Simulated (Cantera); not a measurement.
What does this Cantera script print?

```python
import numpy as np
import cantera as ct

gas_names = """
    CL CL2 H HCL H2 Si SiCL SiCL2 SiCL3 SiCL4 SiH SiHCL3 SiH2 SiH2CL2 SiH3 SiH3CL SiH4 Si2 Si3
""".split()
cond_names = """
    Si(cr) Si(L)
""".split()


def load(file, names, dense=False):
    # The tables refer to 1 bar. Condensed volumes are neglected.
    table = {s.name: s for s in ct.Species.list_from_file(file)}
    out = []
    for n in names:
        d = dict(table[n].input_data)
        d["thermo"] = dict(d["thermo"], **{"reference-pressure": 1e5})
        if dense:
            d["equation-of-state"] = {"model": "constant-volume", "density": "1e6 g/cm^3"}
        out.append(ct.Species.from_dict(d))
    return out


gas = ct.Solution(thermo="ideal-gas", species=load("nasa_gas.yaml", gas_names))
cond = {s.name: ct.Solution(thermo="fixed-stoichiometry", species=[s], name=s.name)
        for s in load("nasa_condensed.yaml", cond_names, dense=True)}
atoms = {
    'Si2H6': {'Si': 2, 'H': 6},
    'HCl': {'H': 1, 'CL': 1},
    'H2': {'H': 2},
}
top_T = {}  # K; cautious upper limits of use, not melting points


def equilibrate(T, P, feed):
    n = {}
    for name, mol in feed.items():
        for a, k in atoms[name].items():
            n[a] = n.get(a, 0.0) + k * mol
    gas.TPX = T, P, n
    mass = sum(n.values()) * gas.mean_molecular_weight
    gas.equilibrate("TP")
    valid = [c for c in cond.values() if c.min_temp <= T <= top_T.get(c.name, c.max_temp)]
    mix = ct.Mixture([(gas, mass / gas.mean_molecular_weight)] + [(c, 0.0) for c in valid])
    mix.T, mix.P = T, P
    mix.equilibrate("TP", solver="vcs", rtol=1e-11, max_steps=5000)
    return mix


results = []
feed = {'Si2H6': 1, 'HCl': 1.1, 'H2': 52}  # mol
T = 923.15  # K
P = 1333.22  # Pa
mix = equilibrate(T, P, feed)
results.append((T, P, feed, dict(zip(mix.species_names, mix.species_moles))))
x = sorted(zip(gas.X, gas.species_names), reverse=True)
print(f"T = {T:g} K  P = {P:g} Pa  gas = {mix.phase_moles(0):.4g} mol")
print("   x: " + "  ".join(f"{s} {v:.3e}" for v, s in x if v > 1e-05))
print("   condensed (mol): " + ("  ".join(f"{mix.phase(i).name} {mix.phase_moles(i):.4g}"
      for i in range(1, mix.n_phases) if mix.phase_moles(i) > 1e-12) or "none"))
```

Result:

```
T = 923.15 K  P = 1333.22 Pa  gas = 55.9 mol
   x: H2 9.896e-01  HCL 6.756e-03  SiCL4 2.242e-03  SiHCL3 1.172e-03  SiCL2 6.630e-05  SiCL3 6.079e-05  SiH2CL2 6.003e-05
   condensed (mol): Si(cr) 1.799
```

Equilibrium computed with Cantera from the NASA thermochemical tables; the gas is ideal and each condensed phase is pure. The feed counts by its element totals alone. The tables' values for SiCl3 are old estimates; treat these amounts as uncertain.
